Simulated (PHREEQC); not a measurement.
A solution holds 0.027 mol/kgw HF, 0.00092 mol/kgw (NH4)2SiF6, 0.0076 mol/kgw H3BO3 and 0.00022 mol/kgw H2SO4, at 25 °C. It is in equilibrium with CO2 at log p = 0 (atm). Otherwise closed; pH follows from the charge balance.

The numbers come from PHREEQC with the ion-association model, phreeqc.dat.

```tsv
quantity	before	after
pH	2.22	1.69
BF4- (mol/kgw)	0.00515	0.00759
HF (mol/kgw)	0.00444	0.217
H3BO3 (mol/kgw)	0.00190	1.51e-9
F- (mol/kgw)	0.000545	0.00836
```

Name the change that produced these shifts.
(A) diluted 5-fold with water
(B) (NH4)2SiF6 replaced by NaHF2 at the same molality
(C) diluted 100-fold with water
(D) HF from 0.027 to 0.27 mol/kgw
(E) H3BO3 from 0.0076 to 0.00152 mol/kgw

D, HF from 0.027 to 0.27 mol/kgw

No solid was allowed to form. SiF6-2 is the database's only silicon fluoride. Real BF4- forms and hydrolyses slowly; the run takes it at equilibrium.
